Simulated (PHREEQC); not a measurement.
Make-up at 15 °C: 0.022 mol/kgw NaBF4, 0.007 mol/kgw Na3PO4 and 9.3e-06 mol/kgw H4SiO4. Closed to the air; pH follows from the charge balance.

Model: ion-association model, phreeqc.dat, run in PHREEQC.

Each row changes one thing in this solution. This is a speciation only: nothing precipitates in the calculation.

```tsv
case	pH	ionic strength (mol/kgw)	F- (mol/kgw)	BF4- (mol/kgw)	BF3OH- (mol/kgw)	H3BO3 (mol/kgw)	SI of Quartz (SiO2)
as made	4.09	0.0428	0.0166	0.0141	0.00304	0.00283	-4.27
temperature from 15 to 10 °C	4.10	0.0428	0.0166	0.0141	0.00309	0.00284	-4.38
Na3PO4 left out	2.86	0.0236	0.00261	0.0191	0.00147	0.00112	-4.42
NaBF4 from 0.022 to 0.044 mol/kgw	3.89	0.0648	0.0160	0.0344	0.00504	0.00225	-4.93
temperature from 15 to 30 °C	4.06	0.0428	0.0165	0.0138	0.00289	0.00280	-3.98
```

Constants without temperature data keep their 25 °C values here. SiF6-2 is the database's only silicon fluoride. Real BF4- forms and hydrolyses slowly; the run takes it at equilibrium.
